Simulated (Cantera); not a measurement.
# Thermodynamics of nitride etching, feed BN + O2 + N2

Feed: 1 mol BN, 1.4 mol O2, 23 mol N2, held at 1452 °C and 52.0 Pa.

Cantera equilibrium calculation (NASA polynomials, part measured and part estimated; ideal gas, pure solids and liquids). Candidate condensed phases: B, BN, B2O3; 17 gas species. Kinetics and transport are ignored.

```
Quantity                             Value
-------------------------------  ---------
x(N2)                                0.952
x(O2)                               0.0247
x(B2O3)                             0.0185
x(BO2)                             0.00347
x(NO)                              0.00120
x(O)                              0.000400
x(BO)                              1.34e-5
gas amount                       24.68 mol
log10 activity of B(s) (absent)     -10.47
```
